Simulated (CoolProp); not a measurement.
Fluoroethane (R161) along the isotherm -37.75 °C: Z from the reference equation and from simpler models built on Tc = 102.1 °C, pc = 50.10 bar, ω = 0.216; each cubic takes its own stable root.

Computed with CoolProp (reference Helmholtz-energy equation of state, Wu 2012).

```tsv
p (bar)	phase	reference	van der Waals	Redlich-Kwong	Peng-Robinson
4.55	liquid	?	0.9136	0.01631	0.01406
9.09	liquid	0.02725	0.04773	0.03253	0.02806
13.6	liquid	0.04075	0.07122	0.04861	?
18.2	liquid	0.05450	0.09507	0.06496	?
22.7	liquid	0.06793	0.1183	0.08092	0.06990
27.3	liquid	0.08164	0.1419	0.09720	0.08399
31.8	liquid	0.09504	0.1649	0.1131	0.09775
36.4	liquid	0.1087	0.1883	?	0.1118
40.9	liquid	0.1221	0.2111	0.1451	?
45.5	liquid	0.1357	0.2344	0.1612	0.1395
50	liquid	0.1491	?	0.1769	0.1532
```

Task: Complete the blanks.

Result: 
- 4.55, reference: 0.01365
- 13.6, Peng-Robinson: 0.04195
- 18.2, Peng-Robinson: 0.05609
- 36.4, Redlich-Kwong: 0.1293
- 40.9, Peng-Robinson: 0.1255
- 50, van der Waals: 0.2570

At some of these states van der Waals gives the other phase, because its saturation line lies elsewhere.
